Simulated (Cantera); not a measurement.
Cantera run, input and output.

```python
import numpy as np
import cantera as ct

gas = ct.Solution("gri30.yaml")
gas.TPX = 348, 37000, {'H2': 1, 'O2': 0.769, 'N2': 2.89}
inlet = ct.Reservoir(gas, clone=True)
gas.equilibrate("HP")  # start burning
reactor = ct.IdealGasConstPressureReactor(gas, energy="on", clone=False)
exhaust = ct.Reservoir(gas, clone=True)
tau = [0.18, 0.074, 0.031, 0.013, 0.0053, 0.0022, 0.00092, 0.00038, 0.00016, 6.6e-05, 2.8e-05][0]
for a, b in ((inlet, reactor), (reactor, exhaust)):
    ct.MassFlowController(a, b, mdot=lambda t: reactor.mass / tau)
net = ct.ReactorNet([reactor])
show = ['H2', 'O2', 'HO2', 'OH', 'NO2', 'O', 'H2O']

rows = []
print(f"{'tau/s':>10s}{'T/K':>9s}" + "".join(f"{s:>11s}" for s in show))
for tau in [0.18, 0.074, 0.031, 0.013, 0.0053, 0.0022, 0.00092, 0.00038, 0.00016, 6.6e-05, 2.8e-05]:
    net.initial_time = 0.0
    net.advance(30 * tau)
    before = gas.X
    net.advance(40 * tau)
    drift = np.max(np.abs(gas.X - before) / (gas.X + 1e-9))
    rows.append([gas.T, *gas[show].X, drift])
    print(f"{tau:10.3e}{gas.T:9.1f}" + "".join(f"{x:11.3e}" for x in gas[show].X))
```

Result:

```
     tau/s      T/K         H2         O2        HO2         OH        NO2          O        H2O
 1.800e-01   1957.0  9.092e-04  6.371e-02  1.550e-06  3.996e-03  6.732e-08  5.435e-04  2.370e-01
 7.400e-02   1944.9  1.511e-03  6.358e-02  2.025e-06  5.060e-03  3.519e-08  9.019e-04  2.356e-01
 3.100e-02   1924.5  2.565e-03  6.348e-02  2.932e-06  6.421e-03  1.770e-08  1.538e-03  2.332e-01
 1.300e-02   1891.0  4.298e-03  6.352e-02  4.462e-06  7.968e-03  8.693e-09  2.602e-03  2.296e-01
 5.300e-03   1836.0  6.999e-03  6.393e-02  6.851e-06  9.469e-03  4.632e-09  4.307e-03  2.240e-01
 2.200e-03   1755.4  1.053e-02  6.494e-02  1.000e-05  1.038e-02  3.127e-09  6.614e-03  2.165e-01
 9.200e-04   1646.2  1.464e-02  6.685e-02  1.387e-05  1.027e-02  2.371e-09  9.250e-03  2.070e-01
 3.800e-04   1508.1  1.952e-02  7.025e-02  1.887e-05  8.944e-03  1.615e-09  1.149e-02  1.954e-01
 1.600e-04   1347.2  2.873e-02  7.716e-02  2.643e-05  6.709e-03  7.990e-10  1.164e-02  1.793e-01
 6.600e-05    348.0  2.146e-01  1.651e-01 -6.790e-18 -3.270e-22 -3.468e-21 -1.028e-19 -1.143e-15
 2.800e-05    348.0  2.146e-01  1.651e-01 -5.116e-21 -2.440e-25 -2.612e-24 -7.681e-23 -8.607e-19
```

Model: GRI-Mech 3.0 (53 species, 325 reactions), integrated in Cantera.
